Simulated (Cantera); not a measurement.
Source: NASA polynomial tables (part measured, part estimated), evaluated in Cantera. Values are per mole of reaction as written; species without (g) are pure solids or liquids, kept so even where they would boil at 1 bar.

12 NiS + 2 CS2(g) + C2H4(g) → 4 Ni3S4 + 2 C2H2(g)

| T (K) | ΔH° (kJ) | ΔS° (J/K) | ΔG° (kJ) | log10 K |
|---|---|---|---|---|
| 373 | ___ | ___ | ___ | ___ |
| 398 | ___ | ___ | ___ | ___ |
| 423 | 26.8 | -164.4 | 96.3 | -11.89 |
| 448 | 28.5 | -160.5 | 100.4 | -11.70 |
| 473 | 30.3 | -156.6 | 104.3 | -11.52 |
| 498 | 32.2 | -152.6 | 108.2 | -11.35 |
| 523 | 34.3 | -148.6 | 112.0 | -11.18 |
| 548 | 36.5 | -144.4 | 115.6 | -11.02 |
| 573 | 38.9 | -140.2 | 119.2 | -10.87 |
| 598 | 41.4 | -135.8 | 122.6 | -10.71 |

Question: What belongs in the gaps?

Answer: 
- 373, ΔH° (kJ): 23.8
- 373, ΔS° (J/K): -171.9
- 373, ΔG° (kJ): 87.9
- 373, log10 K: -12.31
- 398, ΔH° (kJ): 25.2
- 398, ΔS° (J/K): -168.2
- 398, ΔG° (kJ): 92.2
- 398, log10 K: -12.10
